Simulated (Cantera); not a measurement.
An adiabatic, constant-pressure homogeneous reactor starts with CH₄ : CO : O₂ : N₂ : CO₂ = 1 : 0.74 : 4.47 : 16.8 : 1.7 (molar parts), at 1575 K and 315 Torr. Integrator tolerance rtol = 1e-08.

Detailed kinetics in Cantera: GRI-Mech 3.0 (53 species, 325 reactions).

Question: What does this change do: initial temperature 1575 to 1300 K?

Answer: 
| quantity | before | after |
|---|---|---|
| time of steepest temperature rise | 1.07 ms | 16.6 ms |
| temperature at 1.00 s | 2397 K | 2240 K |
| equilibrium temperature | 2397 K | 2240 K |
| x(CH₄) at 1.00 s | <1e-12 (gas-phase equilibrium <1e-12) | <1e-12 (gas-phase equilibrium <1e-12) |
| x(CO) at 1.00 s | 0.0141 (gas-phase equilibrium 0.0141) | 0.00574 (gas-phase equilibrium 0.00574) |
| x(O₂) at 1.00 s | 0.0835 (gas-phase equilibrium 0.0835) | 0.0830 (gas-phase equilibrium 0.0829) |
| x(NO₂) at 1.00 s | 4.53e-6 (gas-phase equilibrium 4.53e-6) | 3.93e-6 (gas-phase equilibrium 3.98e-6) |
| x(OH) at 1.00 s | 0.00885 (gas-phase equilibrium 0.00885) | 0.00511 (gas-phase equilibrium 0.00511) |
| x(C₂H) at 1.00 s | <1e-12 (gas-phase equilibrium <1e-12) | <1e-12 (gas-phase equilibrium <1e-12) |
